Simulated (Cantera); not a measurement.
A perfectly stirred reactor is fed with CH3OH : O2 : N2 : H2O = 1 : 3 : 11.3 : 3.7 (molar parts), equivalence ratio 0.50, at 300000 Pa; it is adiabatic with a 375 K inlet, and is followed from long to short residence time, starting on the burning branch (τ in s: 0.064, 0.034, 0.018, 0.0099, 0.0053, 0.0029, 0.0015, 0.00082, 0.00044, 0.00024, 0.00013, 6.8e-05).

Computed with Cantera and GRI-Mech 3.0 (53 species, 325 reactions). GRI-Mech 3.0 was tuned for natural gas; its chemistry of methanol as a main component is partial and can be far from experiment.

Q: Predict: blow-out, bracketed by the residence times tried; x(CH3OH) at τ = 64.0 ms; x(O2) at τ = 64.0 ms; x(H2O) at τ = 64.0 ms; x(H2O2) at τ = 64.0 ms; x(N2O) at τ = 64.0 ms; x(CH3OH) at τ = 1.50 ms; x(O2) at τ = 1.50 ms; x(H2O) at τ = 1.50 ms.

A: blow-out, bracketed by the residence times tried: burning at 34.0 ms, out at 18.0 ms
x(CH3OH) at τ = 64.0 ms: 0.000126
x(O2) at τ = 64.0 ms: 0.0789
x(H2O) at τ = 64.0 ms: 0.291
x(H2O2) at τ = 64.0 ms: 2.41e-6
x(N2O) at τ = 64.0 ms: 4.84e-7
x(CH3OH) at τ = 1.50 ms: 0.0526
x(O2) at τ = 1.50 ms: 0.158
x(H2O) at τ = 1.50 ms: 0.195
